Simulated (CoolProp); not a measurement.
Properties of hydrogen chloride along the isobar 101 kPa (Tc = 51.5 °C, pc = 8314 kPa, ω = 0.130).

Model: reference Helmholtz-energy equation of state, Thol 2018, in CoolProp.

```tsv
T (°C)	phase	density (kg/m³)	isothermal compressibility (1/MPa)	expansivity (1/kK)	fugacity coefficient
45.65	gas	1.396	9.949	3.184	0.9952
70.15	gas	1.295	9.939	2.947	0.9962
94.65	gas	1.208	9.932	2.745	0.9969
119.05	gas	1.132	9.926	2.570	0.9975
143.55	gas	1.065	9.922	2.416	0.9979
168.05	gas	1.006	9.918	2.279	0.9982
192.55	gas	0.9525	9.916	2.158	0.9985
217.05	gas	0.9046	9.913	2.049	0.9988
241.45	gas	0.8616	9.911	1.950	0.9990
265.95	gas	0.8223	9.910	1.861	0.9991
290.45	gas	0.7864	9.908	1.779	0.9993
314.95	gas	0.7536	9.907	1.705	0.9994
339.35	gas	0.7235	9.906	1.636	0.9995
363.85	gas	0.6956	9.905	1.573	0.9996
388.35	gas	0.6698	9.905	1.515	0.9996
```
